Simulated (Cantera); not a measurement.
Charge: 1 mol SiC, 0.26 mol CO2, 460 mol N2, 2.5 mol O2, at 8.50 Pa.

These are equilibrium values from Cantera (NASA tables, ideal gas, pure condensed phases), not measurements of a reactor. Candidate condensed phases: C, Si, SiC, SiO2, Si2N2O, Si3N4; 34 gas species. The tables hold silica as quartz up to 1696 K and as liquid above; real silica turns to tridymite and cristobalite and melts near 1996 K. Kinetics and transport are ignored.

Problem. Which condensed phases are stable at each of these points (T (°C)): 1125, 1175, 1225, 1275, 1325, 1375, 1425, 1475, 1525?

Solution. 
```csv
T (°C),condensed phases,Si condensed (%)
1125,SiO2(β-quartz),100.0
1175,SiO2(β-quartz),100.0
1225,SiO2(β-quartz),100.0
1275,SiO2(β-quartz),100.0
1325,SiO2(β-quartz),99.7
1375,SiO2(β-quartz),98.2
1425,SiO2(condensed),90.9
1475,SiO2(condensed),60.8
1525,gas only,0.0
```

From 1125 °C to 1375 °C the condensed part is SiO2(β-quartz). From 1425 °C to 1475 °C the condensed part is SiO2(condensed). At 1525 °C nothing is condensed.
